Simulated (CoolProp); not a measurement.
Saturation properties of chlorine.

Model: reference Helmholtz-energy equation of state, Thol 2021, in CoolProp.

```json
[
 {"T (K)": "235", "p (kPa)": "83.91", "liquid density (kg/m³)": "1575", "enthalpy of vaporisation (kJ/kg)": "289.3", "liquid cp (kJ/(kg K))": "0.9396"},
 {"T (K)": "245.1", "p (kPa)": "…", "liquid density (kg/m³)": "1547", "enthalpy of vaporisation (kJ/kg)": "283.6", "liquid cp (kJ/(kg K))": "0.9428"},
 {"T (K)": "255.1", "p (kPa)": "194.4", "liquid density (kg/m³)": "1519", "enthalpy of vaporisation (kJ/kg)": "277.6", "liquid cp (kJ/(kg K))": "0.9477"},
 {"T (K)": "265.1", "p (kPa)": "280.2", "liquid density (kg/m³)": "…", "enthalpy of vaporisation (kJ/kg)": "271.4", "liquid cp (kJ/(kg K))": "0.9545"},
 {"T (K)": "275.1", "p (kPa)": "392.2", "liquid density (kg/m³)": "1462", "enthalpy of vaporisation (kJ/kg)": "…", "liquid cp (kJ/(kg K))": "0.9633"},
 {"T (K)": "285.2", "p (kPa)": "536.7", "liquid density (kg/m³)": "1432", "enthalpy of vaporisation (kJ/kg)": "257.7", "liquid cp (kJ/(kg K))": "0.9745"},
 {"T (K)": "295.2", "p (kPa)": "715.5", "liquid density (kg/m³)": "1402", "enthalpy of vaporisation (kJ/kg)": "250.2", "liquid cp (kJ/(kg K))": "0.9882"},
 {"T (K)": "305.2", "p (kPa)": "934.8", "liquid density (kg/m³)": "1371", "enthalpy of vaporisation (kJ/kg)": "242.3", "liquid cp (kJ/(kg K))": "1.005"}
]
```

Q: Complete the blanks.

A: 
- 245.1, p (kPa): 130.5
- 265.1, liquid density (kg/m³): 1491
- 275.1, enthalpy of vaporisation (kJ/kg): 264.8

It boils at 239.2 K under 1 atm.
